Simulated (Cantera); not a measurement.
Feed: 1 mol SiH4, 0.14 mol H2O, 0.00013 mol N2, at 80.0 Pa.

Cantera equilibrium calculation (NASA polynomials, part measured and part estimated; ideal gas, pure solids and liquids). Candidate condensed phases: H2O, Si, SiO2, Si2N2O, Si3N4; 35 gas species. N2 is the only nitrogen source here; it is nearly inert below about 1500 K, so the nitride shown seldom forms there in practice. Kinetics and transport are ignored.

Which condensed phases are stable at each of these points (T (K)): 823, 848, 873, 898, 923, 948, 973, 998?


```csv
T (K),condensed phases,Si condensed (%)
823,Si(s) + SiO2(α-quartz) + Si2N2O(s),100.0
848,Si(s) + SiO2(β-quartz) + Si2N2O(s),100.0
873,Si(s) + SiO2(β-quartz) + Si2N2O(s),100.0
898,Si(s) + SiO2(β-quartz) + Si2N2O(s),100.0
923,Si(s) + SiO2(β-quartz) + Si2N2O(s),100.0
948,Si(s) + SiO2(β-quartz) + Si2N2O(s),100.0
973,Si(s) + SiO2(β-quartz) + Si2N2O(s),100.0
998,Si(s) + SiO2(β-quartz) + Si2N2O(s),100.0
```

At 823 K the condensed part is Si(s) + SiO2(α-quartz) + Si2N2O(s). From 848 K to 998 K the condensed part is Si(s) + SiO2(β-quartz) + Si2N2O(s).
